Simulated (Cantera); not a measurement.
A freely propagating, adiabatic, planar premixed flame of H₂ : O₂ : N₂ = 1 : 0.556 : 2.09 (molar parts), equivalence ratio 0.90, unburnt at 325 K and 170000 Pa; mixture-averaged transport, grid criteria slope 0.08 and curve 0.16, no radiation.

Computed with Cantera and the H2/O2 subset of GRI-Mech 3.0, which has no nitrogen chemistry. Burning velocities carry a grid error of a few per cent, more on coarse grids.

x: mole fraction of selected species; z is measured from the peak of heat release.

```
z (mm)   T (K)  u (m/s)    x H₂    x O₂    x H₂O       x O      x OH    x H₂O₂
-------  -----  -------  ------  ------  -------  --------  --------  --------
-0.542     325     2.22   0.274   0.152    <1e-8     <1e-8     <1e-8     <1e-8
-0.361     325     2.22   0.274   0.153      [?]     <1e-8     <1e-8     <1e-8
-0.271     325     2.22   0.274   0.153  1.38e-7     <1e-8     <1e-8     <1e-8
-0.181     325     2.22   0.273   0.153  4.10e-6   1.12e-8     <1e-8   4.12e-8
-0.0903    357     2.38   0.256   0.156  0.00113   1.30e-6   6.02e-6   1.60e-5
-0.0451    632     4.05   0.211   0.152   0.0248  0.000116  0.000822  0.000123
0         1106     6.88   0.138   0.123   0.0979   0.00205   0.00205   3.71e-5
0.0451    1446     8.90  0.0717  0.0760    0.182   0.00648   0.00606   6.43e-6
0.0903    1636     10.0  0.0407  0.0486    0.227   0.00861    0.0102   3.32e-6
0.181     1822     11.1  0.0279  0.0351    0.252   0.00811    0.0135   1.62e-6
0.361     1988     12.0     [?]     [?]    0.266       [?]    0.0142       [?]
0.722     2121     12.7  0.0165  0.0263    0.280   0.00352    0.0130   5.42e-7
1.44      2216     13.2  0.0106  0.0235    0.292   0.00196    0.0108   3.82e-7
```

### Question
Some entries are withheld; supply them.

### Answer

- -0.361, x H₂O: 1.36e-8
- 0.361, x H₂: 0.0226
- 0.361, x O₂: 0.0300
- 0.361, x O: 0.00574
- 0.361, x H₂O₂: 8.60e-7
